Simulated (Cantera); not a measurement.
Charge: 1 mol SiCl4, 1.2 mol Cl2, 0.61 mol H2, at 1073.15 K and 2.00 bar.

Method: chemical equilibrium by Gibbs-energy minimisation in Cantera with the NASA 1993 tables (ideal gas, pure condensed phases). Candidate condensed phases: Si; 19 gas species. Equilibrium is a limit: real reactors are often held back by kinetics, nucleation or transport.

Base state: HCl 0.434, SiCl4 0.356, Cl2 0.210, Cl 0.000349 (mole fractions); condensed: gas only.

Task: What changes in the equilibrium state with this change: 0.21 mol HF added?

Result: 
```tsv
species	before	after
HCl	0.434	0.473
SiCl4	0.356	0.314
Cl2	0.210	0.195
SiF4	0	0.0173
HF	0	0.000369
Cl	0.000349	0.000337
```
